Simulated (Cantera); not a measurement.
Charge: 1 mol CH3F, 0.031 mol CH4, 8.9 mol H2, at 1.40 Pa.

Equilibrium computed with Cantera from the NASA thermochemical tables; the gas is ideal and each condensed phase is pure. Candidate condensed phases: C, C6H6, C7H8, C8H18; 95 gas species. Rates play no part.

What share of the C ends up in condensed phases as a function of T (K), at 1648, 1748, 1848, 1948, 2048, 2148, 2248?


| T (K) | C condensed (%) | as |
|---|---|---|
| 1648 | 99.9 | C(graphite) |
| 1748 | 99.8 | C(graphite) |
| 1848 | 99.5 | C(graphite) |
| 1948 | 99.1 | C(graphite) |
| 2048 | 98.5 | C(graphite) |
| 2148 | 97.7 | C(graphite) |
| 2248 | 94.8 | C(graphite) |
